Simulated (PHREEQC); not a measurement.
# Metal-bearing waste water

Solution (80 °C): 0.058 mol FeCl3, 0.0016 mol CuCl2 and 0.013 mol NaCl per kg of water. Closed to the air; pH follows from the charge balance.

Computed with PHREEQC (ion-association model, wateq4f.dat).

| Quantity | Value |
|---|---|
| pH | 1.73 |
| ionic strength | 0.252 mol/kgw |
| total alkalinity | -116 meq/kg |

```csv
species,molality,activity,log γ
Cl-,0.159,0.106,-0.176
FeCl+2,0.0282,0.00677,-0.620
H+,0.0241,0.0186,-0.113
Na+,0.0130,0.00916,-0.152
FeOH+2,0.0108,0.00259,-0.620
Fe2(OH)2+4,0.00609,2.64e-5,-2.363
Fe+3,0.00509,0.000485,-1.020
FeCl2+,0.00103,0.000736,-0.148
CuCl+,0.000816,0.000551,-0.171
Cu+2,0.000735,0.000199,-0.568
Fe(OH)2+,0.000377,0.000267,-0.150
Fe3(OH)4+5,9.99e-5,2.03e-8,-3.692
CuCl2,4.89e-5,5.18e-5,0.025
FeCl3,7.36e-6,7.80e-6,0.025
CuCl3-,6.57e-8,4.44e-8,-0.171
Fe(OH)3,1.32e-8,1.40e-8,0.025
```

This is a speciation only: nothing precipitates in the calculation. Examples of supersaturated solids here: Hematite (slow to form), Goethite (slow to form). Others may be too. Species that the database lacks are ignored. Away from 25 °C the constants follow the database's enthalpies or fits; those with neither stay at their 25 °C values.
